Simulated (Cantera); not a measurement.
# C3H6 + CO2 + N2 (carbon deposition, reforming and gasification)

Input: 1 mol C3H6, 0.91 mol CO2, 14 mol N2, at 27800 Torr.

Cantera equilibrium calculation (NASA polynomials, part measured and part estimated; ideal gas, pure solids and liquids). Candidate condensed phases: C, C6H6, C7H8, C8H18, H2O; 136 gas species. The ideal-gas law is rough above about 30 bar. Rates play no part.

| T (K) | log p N2 | log p H2 | log p CO | log p HCN | log p HNC | log p H | n C(graphite) |
|---|---|---|---|---|---|---|---|
| 2125 | 1.44 | 0.76 | 0.55 | -0.53 | -1.69 | -2.06 | 1.92 |
| 2200 | 1.44 | 0.75 | 0.55 | -0.43 | -1.53 | -1.87 | 1.87 |
| 2275 | 1.44 | 0.75 | 0.55 | -0.33 | -1.38 | -1.70 | 1.80 |
| 2350 | 1.43 | 0.74 | 0.55 | -0.24 | -1.25 | -1.53 | 1.73 |
| 2425 | 1.43 | 0.73 | 0.55 | -0.15 | -1.12 | -1.38 | 1.64 |
| 2500 | 1.43 | 0.73 | 0.55 | -0.07 | -1.00 | -1.24 | 1.54 |
| 2575 | 1.43 | 0.72 | 0.55 | 0.00 | -0.89 | -1.10 | 1.43 |
| 2650 | 1.43 | 0.70 | 0.55 | 0.07 | -0.79 | -0.98 | 1.30 |
log p: log10 of the partial pressure in bar; n: condensed amount in mol.

From 2125 K to 2650 K the condensed part is C(graphite). The main C-bearing gas is CO throughout. The share of C in condensed phases is highest at 2125 K (49.0 %) and lowest at 2650 K (33.2 %).
